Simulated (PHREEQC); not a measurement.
Consider water at 25 °C with 0.03 mol CdCl2, 0.00011 mol NaF, 0.01 mol NaCl and 0.00076 mol H2SiF6 per kg of water. Closed to the air; pH follows from the charge balance.

All values are PHREEQC results (ion-association model, phreeqc.dat), not measurements.

Precipitation was switched off in this run.

**Question.** Order these Cl species by the share of Cl that they hold, largest first: CdCl3-, CdCl2, Cl-, CdCl+.

**Answer.** Cl- (67 %), CdCl+ (26 %), CdCl2 (6.6 %), CdCl3- (0.29 %)

The pH is 2.87 and the ionic strength 0.0585 mol/kgw. Examples of supersaturated solids here: Quartz (slow to form), Chalcedony (slow to form). Others may be too. SiF6-2 is the database's only silicon fluoride.
